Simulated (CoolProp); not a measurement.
CH2F2 (R32) at several states: fugacity coefficient from the reference equation and from simpler models built on Tc = 351.3 K, pc = 5.783 MPa, ω = 0.277; each cubic takes its own stable root.

Computed with CoolProp (reference Helmholtz-energy equation of state, Tillner-Roth 1997).

```csv
T (K),p (MPa),phase,reference
327.7,0.513,gas,0.9562
218.2,0.0467,gas,0.9804
341.8,22.3,liquid,0.2074
```

Question: How far does each simpler model (Soave-Redlich-Kwong, Peng-Robinson) lie from the reference over these 3 states: mean and median of the absolute difference, and the worst?

Answer: 
- Soave-Redlich-Kwong: mean 7.0 %, median 0.8 %, worst +19.5 % at 341.8 K and 22.3 MPa
- Peng-Robinson: mean 3.6 %, median 0.8 %, worst +9.7 % at 341.8 K and 22.3 MPa
